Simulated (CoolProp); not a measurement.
Carbonyl sulfide along the isotherm 397.8 K: fugacity coefficient from the reference equation and from simpler models built on Tc = 378.8 K, pc = 6369 kPa, ω = 0.098; each cubic takes its own stable root.

Values from CoolProp's reference Helmholtz-energy equation of state, Lemmon 2006. It is a short technical equation, of lower accuracy than the large ones.

| p (kPa) | phase | reference |
|---|---|---|
| 50.3 | gas | 0.9977 |
| 76 | gas | 0.9966 |
| 115 | gas | 0.9948 |
| 173 | gas | 0.9922 |
| 261 | gas | 0.9883 |
| 393 | gas | 0.9823 |
| 594 | gas | 0.9733 |
| 895 | gas | 0.9599 |
| 1350 | gas | 0.9397 |
| 2040 | gas | 0.9092 |
| 3070 | gas | 0.8641 |
| 4640 | gas | 0.7958 |
| 7000 | supercritical | 0.6919 |
| 10600 | supercritical | 0.5344 |
| 15900 | supercritical | 0.4096 |

**Question.** How far does each simpler model (van der Waals, Redlich-Kwong, Soave-Redlich-Kwong, Peng-Robinson) lie from the reference over these 15 states: mean and median of the absolute difference, and the worst?

**Answer.** 
- van der Waals: mean 1.3 %, median 0.3 %, worst +8.0 % at 397.8 K and 15900 kPa
- Redlich-Kwong: mean 0.3 %, median 0.1 %, worst +2.5 % at 397.8 K and 15900 kPa
- Soave-Redlich-Kwong: mean 0.4 %, median 0.1 %, worst +3.8 % at 397.8 K and 15900 kPa
- Peng-Robinson: mean 1.1 %, median 0.6 %, worst -3.4 % at 397.8 K and 7000 kPa
